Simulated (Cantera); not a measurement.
FeS2 + SO3 + CO2 (roasting and sulfation)

A closed system holds: 1 mol FeS2, 4.9 mol SO3, 1.3 mol CO2, at 0.370 bar.

Cantera equilibrium calculation (NASA polynomials, part measured and part estimated; ideal gas, pure solids and liquids). Candidate condensed phases: C, Fe, Fe(CO)5, FeO, FeS, FeSO4, FeS2, Fe2O3, Fe2(SO4)3, Fe3O4, S; 25 gas species. Mutual solubility and eutectic melting of coexisting phases are not modelled. The tables' stoichiometric FeO is somewhat more stable than real wüstite, so its field is too wide. FeO: taken at fixed stoichiometry. Gases not in the tables: S3 to S7. The numbers say what is thermodynamically allowed, not how fast it happens.

```csv
T (°C),x SO2,x CO2,x S2,x CO,x SO,x S2O,x O2,n FeS2(s),n Fe3O4(s),n FeO(s),n FeO(l)
427,0.838,0.162,0.000142,2.67e-7,1.60e-8,6.65e-5,<1e-12,0.0801,0.307,0,0
527,0.836,0.162,0.00226,4.81e-6,4.35e-7,0.000485,<1e-12,0.0653,0.312,0,0
627,0.826,0.161,0.0122,4.04e-5,5.02e-6,0.00159,<1e-12,0,0.333,0,0
727,0.826,0.161,0.0122,0.000157,2.55e-5,0.00151,<1e-12,0,0.333,0,0
827,0.826,0.160,0.0121,0.000477,9.63e-5,0.00145,<1e-12,0,0.333,0,0
927,0.826,0.159,0.0119,0.00119,0.000290,0.00138,1.48e-11,0,0.333,0,0
1027,0.826,0.158,0.0115,0.00254,0.000735,0.00131,2.45e-10,0,0.333,0,0
1127,0.826,0.156,0.0108,0.00478,0.00161,0.00121,2.75e-9,0,0.333,0,0
1227,0.828,0.152,0.00805,0.00769,0.00300,0.000953,2.53e-8,0,0.273,0.181,0
1327,0.837,0.151,0.000995,0.00743,0.00329,0.000196,4.45e-7,0,0.0255,0.924,0
1427,0.837,0.151,0.000188,0.00758,0.00371,5.52e-5,5.06e-6,0,0,0,1.000
1527,0.837,0.151,4.63e-5,0.00785,0.00420,1.90e-5,4.21e-5,0,0,0,1.000
1627,0.836,0.150,1.30e-5,0.00806,0.00468,7.19e-6,0.000283,0,0,0,1.000
```
x: gas mole fraction; n: condensed amount in mol.

From 427 °C to 527 °C the condensed part is FeS2(s) + Fe3O4(s). From 627 °C to 1127 °C the condensed part is Fe3O4(s). From 1227 °C to 1327 °C the condensed part is FeO(s) + Fe3O4(s). From 1427 °C to 1627 °C the condensed part is FeO(l).
